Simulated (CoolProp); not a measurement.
R365MFC at 465.03 K and 1.27 MPa is throttled through a valve to 0.446 MPa with no heat exchange. Each further row changes one setting.

Values from CoolProp's reference Helmholtz-energy equation of state, Lemmon 2016.

```
case                       temperature change (K)  final density (kg/m³)
-------------------------  ----------------------  ---------------------
as stated                                    -6.9                    ___
outlet pressure 0.134 MPa                    -9.3                    ___
outlet pressure 0.58 MPa                      ___                    ___
```

### Question
Fill in the missing entries.

### Answer

- as stated, final density (kg/m³): 18.3
- outlet pressure 0.134 MPa, final density (kg/m³): 5.32
- outlet pressure 0.58 MPa, temperature change (K): -5.8
- outlet pressure 0.58 MPa, final density (kg/m³): 24.1
